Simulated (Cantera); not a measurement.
Charge: 1 mol Si₃H₈, 3.5 mol N₂, equilibrated at 1723 K.

Equilibrium computed with Cantera from the NASA thermochemical tables; the gas is ideal and each condensed phase is pure. Candidate condensed phases: Si, Si₃N₄; 18 gas species. The feed counts by its element totals alone. Gases not in the tables: Si₂H₆ and higher silanes. Rates play no part.

Question: Which condensed phases are stable at each of these points (P (Pa)): 100, 300, 880, 2600, 7700, 23000, 68000, 200000?

Answer: 
| P (Pa) | condensed phases | Si condensed (%) |
|---|---|---|
| 100 | Si(l) | 99.7 |
| 300 | Si(l) | 99.9 |
| 880 | Si₃N₄(s) | 100.0 |
| 2600 | Si₃N₄(s) | 100.0 |
| 7700 | Si₃N₄(s) | 100.0 |
| 23000 | Si₃N₄(s) | 100.0 |
| 68000 | Si₃N₄(s) | 100.0 |
| 200000 | Si₃N₄(s) | 100.0 |

From 0.00100 bar to 0.00300 bar the condensed part is Si(l). From 0.00880 bar to 2.00 bar the condensed part is Si₃N₄(s).
